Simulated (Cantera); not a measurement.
Feed: 1 mol SiF4, 7.3 mol N2, 8.8 mol H2, equilibrated at 702 °C and 0.410 bar.

Equilibrium computed with Cantera from the NASA thermochemical tables; the gas is ideal and each condensed phase is pure. Candidate condensed phases: Si, Si3N4; 37 gas species. N2 is the only nitrogen source here; it is nearly inert below about 1500 K, so the nitride shown seldom forms there in practice. Equilibrium is a limit: real reactors are often held back by kinetics, nucleation or transport.

Base state: H2 0.514, N2 0.427, SiF4 0.0583, HF 0.000359, SiHF3 0.000119, NH3 6.82e-5 (mole fractions); condensed: Si3N4(s).

### Question
What changes in the equilibrium state with this change: temperature from 702 °C to 1452 °C?

### Answer
```csv
species,before,after
H2,0.514,0.501
N2,0.427,0.424
SiF4,0.0583,0.0423
HF,0.000359,0.0171
SiF3,1.12e-6,0.0119
SiF2,<1e-9,0.00134
H,1.28e-9,0.000205
SiH2F2,1.29e-7,6.30e-5
NH3,6.82e-5,3.25e-6
"Si3N4(s), mol",0.000340,0
```
The tables' values for SiF3, SiF2 are old estimates; treat these amounts as uncertain.

### Question
What changes in the equilibrium state with this change: SiF4 replaced by SiCl4?

### Answer
```tsv
species	before	after
H2	0.514	0.402
N2	0.427	0.385
HCl	0	0.208
SiF4	0.0583	0
SiCl4	0	0.00543
HF	0.000359	0
SiHF3	0.000119	0
Si3N4(s), mol	0.000340	0.301
```
Further candidate phases: NH4Cl.
